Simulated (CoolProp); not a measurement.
The numbers come from the reference Helmholtz-energy equation of state, Lemmon 2003 in CoolProp. It is a pseudo-pure fit of the blend.

### Question
For R407C, give the phase and the cp (kJ/(kg K)), speed of sound (m/s), Joule-Thomson coefficient (K/MPa), viscosity (µPa s) at 408 K and 3.31 bar; 408 K and 11.6 bar.

### Answer
- 408 K and 3.31 bar: gas; cp 1.01, speed of sound 206, Joule-Thomson coefficient 7.38, viscosity 16.9
- 408 K and 11.6 bar: gas; cp 1.05, speed of sound 199, Joule-Thomson coefficient 7.51, viscosity 17.1

Viscosity comes from a separate model (Geller 2000).
